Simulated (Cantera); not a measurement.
Input: 1 mol PbO, 1.8 mol CO, a varied amount of H2, equilibrated at 1673.15 K and 110000 Pa.

Method: chemical equilibrium by Gibbs-energy minimisation in Cantera with the NASA 1993 tables (ideal gas, pure condensed phases). Candidate condensed phases: C, C6H6, C7H8, C8H18, H2O, Pb, PbO, PbO2, Pb3O4; 113 gas species. Gases not in the tables: (PbO)n polymers. Kinetics and transport are ignored.

x: gas mole fraction; n: condensed amount in mol.

```json
[
 {"n(H2) (mol)": "0.34", "x CO": "0.438", "x H2": "0.0419", "x CO2": "0.319", "x H2O": "0.101", "x Pb": "0.0994", "x PbO": "?", "x Pb2": "0.000111", "n Pb(l)": "0.763"},
 {"n(H2) (mol)": "0.44", "x CO": "0.442", "x H2": "0.0569", "x CO2": "0.282", "x H2O": "0.120", "x Pb": "0.0994", "x PbO": "?", "x Pb2": "0.000111", "n Pb(l)": "0.752"},
 {"n(H2) (mol)": "0.56", "x CO": "0.443", "x H2": "0.0758", "x CO2": "0.243", "x H2O": "0.138", "x Pb": "0.0994", "x PbO": "?", "x Pb2": "0.000111", "n Pb(l)": "0.738"},
 {"n(H2) (mol)": "0.72", "x CO": "0.441", "x H2": "0.102", "x CO2": "0.202", "x H2O": "0.155", "x Pb": "0.0994", "x PbO": "?", "x Pb2": "0.000111", "n Pb(l)": "0.721"},
 {"n(H2) (mol)": "0.93", "x CO": "0.433", "x H2": "0.138", "x CO2": "0.161", "x H2O": "0.169", "x Pb": "0.0994", "x PbO": "?", "x Pb2": "0.000111", "n Pb(l)": "0.698"},
 {"n(H2) (mol)": "1.2", "x CO": "0.418", "x H2": "0.183", "x CO2": "0.123", "x H2O": "0.177", "x Pb": "0.0994", "x PbO": "?", "x Pb2": "0.000111", "n Pb(l)": "0.668"},
 {"n(H2) (mol)": "1.5", "x CO": "0.398", "x H2": "0.230", "x CO2": "0.0936", "x H2O": "0.179", "x Pb": "0.0994", "x PbO": "?", "x Pb2": "0.000111", "n Pb(l)": "0.635"},
 {"n(H2) (mol)": "2", "x CO": "0.363", "x H2": "0.300", "x CO2": "0.0634", "x H2O": "0.173", "x Pb": "0.0994", "x PbO": "?", "x Pb2": "0.000111", "n Pb(l)": "0.579"},
 {"n(H2) (mol)": "2.5", "x CO": "0.331", "x H2": "0.360", "x CO2": "0.0456", "x H2O": "0.164", "x Pb": "0.0994", "x PbO": "?", "x Pb2": "0.000111", "n Pb(l)": "0.524"}
]
```

Question: What belongs in the gaps?

Answer: 
- 0.34, x PbO: 0.000256
- 0.44, x PbO: 0.000224
- 0.56, x PbO: 0.000193
- 0.72, x PbO: 0.000161
- 0.93, x PbO: 0.000130
- 1.2, x PbO: 0.000103
- 1.5, x PbO: 8.26e-5
- 2, x PbO: 6.12e-5
- 2.5, x PbO: 4.83e-5
